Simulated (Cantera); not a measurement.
Feed: 1 mol Si, 2.1 mol HCl, 13 mol N2, held at 1098.15 K and 10.0 Torr.

Cantera equilibrium calculation (NASA polynomials, part measured and part estimated; ideal gas, pure solids and liquids). Candidate condensed phases: NH4Cl, Si, Si3N4; 28 gas species. N2 is the only nitrogen source here; it is nearly inert below about 1500 K, so the nitride shown seldom forms there in practice. The tables' values for SiCl3 are old estimates; treat these amounts as uncertain. Equilibrium is a limit: real reactors are often held back by kinetics, nucleation or transport.

Q: What is the equilibrium state?

A: x(N2): 0.865
x(HCl): 0.101
x(H2): 0.0226
x(SiCl4): 0.0112
x(SiCl3): 0.000115
x(SiHCl3): 3.65e-5
x(SiCl2): 1.67e-5
n(Si3N4(s)): 0.279 mol
gas amount: 14.38 mol
log10 activity of Si(s) (absent): -4.74
